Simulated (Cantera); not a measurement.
## Thermodynamics of silicon epitaxy and polysilicon growth, feed SiCl₄ + Cl₂ + N₂

A closed system holds: 1 mol SiCl₄, 0.22 mol Cl₂, 220 mol N₂, at 1548 K and 0.00133 bar.

These are equilibrium values from Cantera (NASA tables, ideal gas, pure condensed phases), not measurements of a reactor. Candidate condensed phases: Si, Si₃N₄; 13 gas species. The tables' values for SiCl₃ are old estimates; treat these amounts as uncertain. Kinetics and transport are ignored.

| Item | Result |
|---|---|
| x(N₂) | 0.989 |
| x(Cl) | 0.00628 |
| x(SiCl₄) | 0.00182 |
| x(SiCl₂) | 0.00164 |
| x(SiCl₃) | 0.00103 |
| x(Cl₂) | 8.24e-6 |
| gas amount | 222.4 mol |
| log10 activity of Si(s) (absent) | -5.25 |
